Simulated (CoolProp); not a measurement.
Model: reference Helmholtz-energy equation of state, Lemmon 2006, in CoolProp. It is a short technical equation, of lower accuracy than the large ones.

Problem. For isohexane, give the phase and the cp (kJ/(kg K)), Joule-Thomson coefficient (K/MPa) at 185 K and 0.101 MPa; 211.1 K and 0.101 MPa; 263.4 K and 0.101 MPa.

Solution. 
- 185 K and 0.101 MPa: liquid; cp 1.80, Joule-Thomson coefficient -0.582
- 211.1 K and 0.101 MPa: liquid; cp 1.88, Joule-Thomson coefficient -0.551
- 263.4 K and 0.101 MPa: liquid; cp 2.08, Joule-Thomson coefficient -0.467
